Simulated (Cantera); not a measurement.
## Equilibrium for tantalum, niobium, vanadium and zirconium in process gases: Ta + H₂O

Charge: 1 mol Ta, 0.23 mol H₂O, held at 2050 K.

These are equilibrium values from Cantera (NASA tables, ideal gas, pure condensed phases), not measurements of a reactor. Candidate condensed phases: H₂O, Ta, Ta₂O₅; 12 gas species. Mutual solubility and eutectic melting of coexisting phases are not modelled. Condensed phases not in the tables: N, O or C dissolved in the metal. Rates play no part.

```csv
P (Pa),x H₂,x H,x TaO₂,x TaO,x H₂O,x O,x OH,x Ta,n Ta(s),n Ta₂O₅(s)
0.100,0.0832,0.654,0.148,0.115,4.62e-5,0.000225,3.97e-5,2.71e-7,0.853,0
1,0.315,0.403,0.235,0.0458,0.000699,9.00e-5,9.76e-5,2.71e-8,0.875,0
10,0.770,0.199,0.0245,0.00468,0.00174,9.19e-6,4.93e-5,2.71e-9,0.906,0.0431
100,0.926,0.0690,0.00245,0.000468,0.00210,9.19e-7,1.71e-5,2.71e-10,0.908,0.0456
1000,0.975,0.0224,0.000245,4.68e-5,0.00221,9.19e-8,5.54e-6,2.71e-11,0.908,0.0459
10000,0.991,0.00714,2.45e-5,4.68e-6,0.00224,9.19e-9,1.77e-6,2.71e-12,0.908,0.0459
100000,0.995,0.00226,2.45e-6,4.68e-7,0.00225,9.19e-10,5.60e-7,<1e-12,0.908,0.0459
1000000,0.997,0.000716,2.45e-7,4.68e-8,0.00226,9.19e-11,1.77e-7,<1e-12,0.908,0.0459
```
x: gas mole fraction; n: condensed amount in mol.

From 1.00e-6 bar to 1.00e-5 bar the condensed part is Ta(s). From 0.000100 bar to 10.0 bar the condensed part is Ta(s) + Ta₂O₅(s). The main Ta-bearing gas is TaO₂ throughout.
